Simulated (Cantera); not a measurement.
# Equilibrium for sublimation and decomposition of ceramics: SiC + N2

A closed system holds: 1 mol SiC, 0.11 mol N2, equilibrated at 5.80e-5 bar.

Method: chemical equilibrium by Gibbs-energy minimisation in Cantera with the NASA 1993 tables (ideal gas, pure condensed phases). Candidate condensed phases: C, Si, SiC, Si3N4; 20 gas species. The tables' values for SiN are old estimates; treat these amounts as uncertain. Kinetics and transport are ignored.

From 2125 K to 2200 K the condensed part is C(graphite) + SiC(s). From 2225 K to 2425 K the condensed part is C(graphite). The main Si-bearing gas is Si throughout.

```tsv
T (K)	x Si	x N2	x SiC2	x Si2C	x C3	n C(graphite)	n SiC(s)
2125	0.253	0.716	0.0181	0.0114	8.63e-6	0.0380	0.955
2150	0.355	0.598	0.0281	0.0175	1.48e-5	0.0636	0.923
2175	0.494	0.434	0.0431	0.0266	2.50e-5	0.121	0.850
2200	0.682	0.210	0.0656	0.0400	4.17e-5	0.344	0.566
2225	0.773	0.103	0.0816	0.0408	6.87e-5	0.782	0
2250	0.774	0.102	0.0895	0.0326	0.000112	0.772	0
2275	0.773	0.101	0.0978	0.0261	0.000181	0.759	0
2300	0.770	0.101	0.106	0.0209	0.000288	0.744	0
2325	0.765	0.100	0.115	0.0167	0.000455	0.727	0
2350	0.760	0.0996	0.124	0.0134	0.000712	0.709	0
2375	0.753	0.0991	0.133	0.0107	0.00110	0.688	0
2400	0.745	0.0986	0.143	0.00861	0.00169	0.666	0
2425	0.736	0.0981	0.153	0.00692	0.00257	0.641	0
```
x: gas mole fraction; n: condensed amount in mol.
